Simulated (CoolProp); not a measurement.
The fluid at 335.06 K and 5.5 MPa expands adiabatically to 0.506 MPa with isentropic efficiency 0.85. The same conditions are run with several fluids, on thermodynamics alone (safety and materials aside).

Values from CoolProp's reference Helmholtz-energy equation of state of each fluid (hydrogen chloride: Thol 2018; nitrous oxide: Lemmon 2006; CH3F (R41): Lemmon 2006).

```tsv
fluid	work (kJ/kg)	final temperature (K)	final phase	final density (kg/m³)
hydrogen chloride	___	222.1	two-phase, vapour fraction 0.870	___
nitrous oxide	___	___	___	___
CH3F (R41)	91.1	___	two-phase, vapour fraction 0.855	___
```

**Question.** Some entries are withheld; supply them.

**Answer.** 
- hydrogen chloride, work (kJ/kg): 91.5
- hydrogen chloride, final density (kg/m³): 12.6
- nitrous oxide, work (kJ/kg): 80.6
- nitrous oxide, final temperature (K): 217.0
- nitrous oxide, final phase: two-phase, vapour fraction 0.940
- nitrous oxide, final density (kg/m³): 14.3
- CH3F (R41), final temperature (K): 229.8
- CH3F (R41), final density (kg/m³): 11.9
